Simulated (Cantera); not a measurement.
An isothermal, constant-pressure homogeneous reactor starts with 59.5 % NH₃, 40.5 % H₂, at 1750 K and 20.0 Torr.

Computed with Cantera and the gas-phase N/H chemistry of the illustrative SiF4/NH3 mechanism in the Surface Chemkin manual (1991). Walls and surfaces, which speed up NH3 decomposition in real reactors, are not modelled.

Q: Predict: x(NH₃) at 50.0 s; x(H₂) at 50.0 s; x(NH) at 50.0 s; x(N₂H₂) at 50.0 s; x(N) at 50.0 s; x(H) at 50.0 s.

A: 
```json
{
 "x(NH₃) at 50.0 s": "0.0356 (gas-phase equilibrium 2.71e-7)",
 "x(H₂) at 50.0 s": "0.789 (gas-phase equilibrium 0.812)",
 "x(NH) at 50.0 s": "1.08e-6 (gas-phase equilibrium 9.49e-11)",
 "x(N₂H₂) at 50.0 s": "4.74e-8 (gas-phase equilibrium <1e-12)",
 "x(N) at 50.0 s": "1.29e-7 (gas-phase equilibrium 3.86e-11)",
 "x(H) at 50.0 s": "0.000371 (gas-phase equilibrium 0.00129)"
}
```
